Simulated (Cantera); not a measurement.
An isothermal, constant-pressure homogeneous reactor starts with 0.948 % CO, 0.296 % O2, 0.0405 % H2O, 98.7 % N2, equivalence ratio 1.6, at 1225 K and 8.40 bar.

Computed with Cantera and GRI-Mech 3.0 (53 species, 325 reactions).

x: mole fraction; the columns are a selection and need not sum to one.

```json
[
 {"t (s)": "0.000100", "x CO": "0.00948", "x O2": "0.00296", "x H2O": "0.000405", "x H2O2": "<1e-12", "x NO": "<1e-12", "x H2": "<1e-12"},
 {"t (s)": "0.000251", "x CO": "0.00948", "x O2": "0.00296", "x H2O": "0.000405", "x H2O2": "<1e-12", "x NO": "<1e-12", "x H2": "6.55e-12"},
 {"t (s)": "0.000631", "x CO": "0.00948", "x O2": "0.00296", "x H2O": "0.000405", "x H2O2": "<1e-12", "x NO": "<1e-12", "x H2": "5.99e-11"},
 {"t (s)": "0.00159", "x CO": "0.00948", "x O2": "0.00296", "x H2O": "0.000405", "x H2O2": "1.75e-12", "x NO": "<1e-12", "x H2": "6.97e-10"},
 {"t (s)": "0.00399", "x CO": "0.00947", "x O2": "0.00296", "x H2O": "0.000405", "x H2O2": "4.47e-10", "x NO": "<1e-12", "x H2": "2.86e-8"},
 {"t (s)": "0.0100", "x CO": "0.00924", "x O2": "0.00284", "x H2O": "0.000400", "x H2O2": "?", "x NO": "5.08e-10", "x H2": "3.40e-6"},
 {"t (s)": "0.0252", "x CO": "0.00827", "x O2": "0.00236", "x H2O": "0.000393", "x H2O2": "?", "x NO": "9.98e-9", "x H2": "1.10e-5"},
 {"t (s)": "0.0632", "x CO": "0.00599", "x O2": "0.00122", "x H2O": "0.000389", "x H2O2": "?", "x NO": "8.49e-8", "x H2": "1.50e-5"},
 {"t (s)": "0.159", "x CO": "0.00350", "x O2": "7.99e-7", "x H2O": "0.000335", "x H2O2": "1.85e-12", "x NO": "3.63e-7", "x H2": "7.02e-5"},
 {"t (s)": "0.399", "x CO": "0.00348", "x O2": "2.03e-8", "x H2O": "0.000317", "x H2O2": "<1e-12", "x NO": "2.29e-7", "x H2": "8.91e-5"},
 {"t (s)": "1.00", "x CO": "0.00347", "x O2": "4.14e-9", "x H2O": "0.000311", "x H2O2": "<1e-12", "x NO": "1.60e-7", "x H2": "9.42e-5"},
 {"t (s)": "2.52", "x CO": "0.00347", "x O2": "1.51e-9", "x H2O": "0.000309", "x H2O2": "<1e-12", "x NO": "1.25e-7", "x H2": "9.68e-5"},
 {"t (s)": "6.34", "x CO": "0.00347", "x O2": "1.06e-9", "x H2O": "0.000308", "x H2O2": "<1e-12", "x NO": "1.15e-7", "x H2": "9.76e-5"},
 {"t (s)": "15.9", "x CO": "0.00347", "x O2": "9.74e-10", "x H2O": "0.000308", "x H2O2": "<1e-12", "x NO": "1.12e-7", "x H2": "9.78e-5"},
 {"t (s)": "40.0", "x CO": "0.00347", "x O2": "8.21e-10", "x H2O": "0.000308", "x H2O2": "<1e-12", "x NO": "1.09e-7", "x H2": "9.80e-5"}
]
```

Complete the blanks.


- 0.0100, x H2O2: 1.58e-8
- 0.0252, x H2O2: 2.19e-8
- 0.0632, x H2O2: 1.35e-8
